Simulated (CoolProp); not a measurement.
Values from CoolProp's reference Helmholtz-energy equation of state, Platzer 1990. This equation is an older, rougher fit; its heat capacities, sound speeds and derivatives of the liquid may be far off and weren't checked against measurements.

Q: Give the vapour pressure (kPa), liquid density (kg/m³), vapour density (kg/m³), vapour viscosity (µPa s) of saturated R13 at -42.95, -10.35, 6.05 °C.

A: 
| T (°C) | p (kPa) | liquid density (kg/m³) | vapour density (kg/m³) | vapour viscosity (µPa s) |
|---|---|---|---|---|
| -42.95 | 543 | 1360 | 34.1 | 11.2 |
| -10.35 | 1500 | 1190 | 97.6 | 13.5 |
| 6.05 | 2290 | 1070 | 162 | 15.5 |

Viscosity comes from a separate model (Huber 2003), an estimate that may be off by 10 % or more.
